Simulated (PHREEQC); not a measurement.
Synthetic water in mg/kgw, 40 °C, pH 8.47, pe 11.2:

```tsv
constituent	mg/kgw
Na	2290
K	234
Ca	138
Mg	73.4
Cl	3900
S(6) as SO4	325
Alkalinity as HCO3	7.22
N(5) as NO3	23.7
Si as SiO2	90.1
```

Cl is adjusted to close the charge balance.
Valence states are taken as typed.

Model: ion-association model with all activity coefficients set to 1, phreeqc.dat, run in PHREEQC.

This is a speciation only: nothing precipitates in the calculation.

Problem. Order these Mg species by the share of Mg that they hold, largest first: Mg+2, MgOH+, MgSO4.

Solution. Mg+2 (71 %), MgSO4 (28 %), MgOH+ (0.28 %)

The pH is 8.47 and the ionic strength 0.121 mol/kgw. The solution is supersaturated, for example in Quartz (slow to form), Chalcedony (slow to form), so a real one may precipitate; this is no full list. Constants without temperature data keep their 25 °C values here.
